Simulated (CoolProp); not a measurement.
Properties of methane along the isobar 5.37 MPa.

The numbers come from the reference Helmholtz-energy equation of state, Setzmann 1991 in CoolProp.

```csv
T (K),phase,density (kg/m³),cv (kJ/(kg K)),Joule-Thomson coefficient (K/MPa),isothermal compressibility (1/MPa),viscosity (µPa s)
186,liquid,273.1,1.931,1.245,0.04443,30.4
219.8,supercritical,67.39,1.800,7.448,0.2819,10.6
253.6,supercritical,49.03,1.726,5.565,0.2236,11.1
287.4,supercritical,40.15,1.746,4.280,0.2060,11.9
321.2,supercritical,34.48,1.807,3.358,0.1977,12.9
355,supercritical,30.42,1.894,2.667,0.1929,13.8
388.8,supercritical,27.32,1.998,2.138,0.1900,14.7
422.6,supercritical,24.86,2.112,1.725,0.1880,15.6
456.4,supercritical,22.83,2.232,1.400,0.1866,16.5
490.1,supercritical,21.14,2.355,1.142,0.1857,17.3
523.9,supercritical,19.69,2.480,0.9334,0.1850,18.2
```

Viscosity comes from a separate model (Quiñones-Cisneros 2006).
